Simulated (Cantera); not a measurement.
## Thermal oxidation and active oxidation of silicon: Si + H2O + N2

A closed system holds: 1 mol Si, a varied amount of H2O, 260 mol N2, equilibrated at 1425 K and 0.0133 bar.

Cantera equilibrium calculation (NASA polynomials, part measured and part estimated; ideal gas, pure solids and liquids). Candidate condensed phases: H2O, Si, SiO2, Si2N2O, Si3N4; 35 gas species. N2 is the only nitrogen source here; it is nearly inert below about 1500 K, so the nitride shown seldom forms there in practice. Mutual solubility and eutectic melting of coexisting phases are not modelled. The tables hold silica as quartz up to 1696 K and as liquid above; real silica turns to tridymite and cristobalite and melts near 1996 K. The numbers say what is thermodynamically allowed, not how fast it happens.

```
n(H2O) (mol)  log p N2  log p H2  log p H2O  log p SiO  log p H  log p OH  n Si2N2O(s)  n Si3N4(s)  n SiO2(β-quartz)
------------  --------  --------  ---------  ---------  -------  --------  -----------  ----------  ----------------
0.26             -1.88     -4.87     -12.67      -7.94    -7.60      <-13        0.260       0.160                 0
0.32             -1.88     -4.78     -12.58      -7.94    -7.56      <-13        0.320       0.120                 0
0.4              -1.88     -4.69     -12.48      -7.94    -7.51      <-13        0.400      0.0667                 0
0.49             -1.88     -4.60     -12.39      -7.94    -7.47      <-13        0.490     0.00674                 0
0.61             -1.88     -4.51      -8.32      -5.95    -7.42    -12.89        0.456           0            0.0659
0.75             -1.88     -4.42      -8.23      -5.95    -7.37    -12.85        0.409           0             0.159
0.93             -1.88     -4.32      -8.13      -5.95    -7.33    -12.80        0.349           0             0.279
1.2              -1.88     -4.21      -8.02      -5.95    -7.27    -12.74        0.259           0             0.459
1.4              -1.88     -4.15      -7.96      -5.95    -7.24    -12.71        0.193           0             0.592
1.8              -1.88     -4.04      -7.85      -5.95    -7.19    -12.66       0.0594           0             0.859
2.2              -1.88     -3.99      -4.99      -8.76    -7.16     -9.82            0           0             1.000
2.7              -1.88     -3.99      -4.45      -9.30    -7.16     -9.28            0           0             1.000
```
log p: log10 of the partial pressure in bar; n: condensed amount in mol.

From 0.26 mol H2O to 0.49 mol H2O the condensed part is Si2N2O(s) + Si3N4(s). From 0.61 mol H2O to 1.8 mol H2O the condensed part is SiO2(β-quartz) + Si2N2O(s). From 2.2 mol H2O to 2.7 mol H2O the condensed part is SiO2(β-quartz). The main Si-bearing gas is SiO throughout.
